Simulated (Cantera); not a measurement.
## Equilibrium for aluminium nitride and oxide growth: Al(CH3)3 + H2O + H2 + N2

Feed: 1 mol Al(CH3)3, 0.57 mol H2O, 540 mol H2, 5.6 mol N2, held at 150 Pa.

These are equilibrium values from Cantera (NASA tables, ideal gas, pure condensed phases), not measurements of a reactor. Candidate condensed phases: Al, AlN, Al2O3, C, C6H6, C7H8, C8H18, H2O; 148 gas species. The feed counts by its element totals alone. Mutual solubility and eutectic melting of coexisting phases are not modelled. Condensed phases not in the tables: aluminium oxynitride. Kinetics and transport are ignored.

| T (K) | x H2 | x H | x N2 | x HCN | n AlN(s) | n Al2O3(s) | n C(graphite) |
|---|---|---|---|---|---|---|---|
| 1073 | 0.990 | 3.60e-7 | 0.00956 | 1.50e-6 | 0.674 | 0.163 | 2.88 |
| 1223 | 0.990 | 7.72e-6 | 0.00926 | 9.16e-6 | 1.00 | 0 | 2.41 |
| 1373 | 0.990 | 8.55e-5 | 0.00924 | 3.80e-5 | 1.000 | 0 | 2.40 |
| 1523 | 0.989 | 0.000593 | 0.00921 | 0.000118 | 0.986 | 0 | 2.35 |
| 1673 | 0.984 | 0.00292 | 0.00997 | 0.000312 | 0 | 0 | 2.19 |
| 1823 | 0.975 | 0.0110 | 0.00974 | 0.000668 | 0 | 0 | 1.81 |
| 1973 | 0.952 | 0.0340 | 0.00931 | 0.00125 | 0 | 0 | 1.00 |
| 2123 | 0.898 | 0.0878 | 0.00873 | 0.00180 | 0 | 0 | 0 |
x: gas mole fraction; n: condensed amount in mol.

At 1073 K the condensed part is AlN(s) + Al2O3(s) + C(graphite). From 1223 K to 1523 K the condensed part is AlN(s) + C(graphite). From 1673 K to 1973 K the condensed part is C(graphite). At 2123 K nothing is condensed.
